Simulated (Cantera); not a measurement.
Equilibrium for carbon deposition, reforming and gasification: C2H6 + H2O

A closed system holds: 1 mol C2H6, 1.5 mol H2O, held at 1800 K.

These are equilibrium values from Cantera (NASA tables, ideal gas, pure condensed phases), not measurements of a reactor. Candidate condensed phases: C, C6H6, C7H8, C8H18, H2O; 110 gas species. The ideal-gas law is rough above about 30 bar. Equilibrium is a limit: real reactors are often held back by kinetics, nucleation or transport.

From 10.0 Pa to 100 bar the condensed part is C(graphite). The main C-bearing gas is CO throughout.

```json
[
 {"P (Pa)": "10", "log p H2": "-4.14", "log p CO": "-4.61", "log p CH4": "-11.40", "log p H": "-5.52", "log p H2O": "-12.29", "n C(graphite)": "0.498"},
 {"P (Pa)": "100", "log p H2": "-3.13", "log p CO": "-3.60", "log p CH4": "-9.37", "log p H": "-5.01", "log p H2O": "-10.28", "n C(graphite)": "0.498"},
 {"P (Pa)": "1000", "log p H2": "-2.13", "log p CO": "-2.60", "log p CH4": "-7.37", "log p H": "-4.51", "log p H2O": "-8.27", "n C(graphite)": "0.498"},
 {"P (Pa)": "10000", "log p H2": "-1.13", "log p CO": "-1.60", "log p CH4": "-5.36", "log p H": "-4.01", "log p H2O": "-6.27", "n C(graphite)": "0.498"},
 {"P (Pa)": "100000", "log p H2": "-0.13", "log p CO": "-0.60", "log p CH4": "-3.36", "log p H": "-3.51", "log p H2O": "-4.27", "n C(graphite)": "0.496"},
 {"P (Pa)": "1000000", "log p H2": "0.87", "log p CO": "0.40", "log p CH4": "-1.37", "log p H": "-3.01", "log p H2O": "-2.27", "n C(graphite)": "0.476"},
 {"P (Pa)": "10000000", "log p H2": "1.85", "log p CO": "1.41", "log p CH4": "0.58", "log p H": "-2.52", "log p H2O": "-0.29", "n C(graphite)": "0.310"}
]
```
log p: log10 of the partial pressure in bar; n: condensed amount in mol.
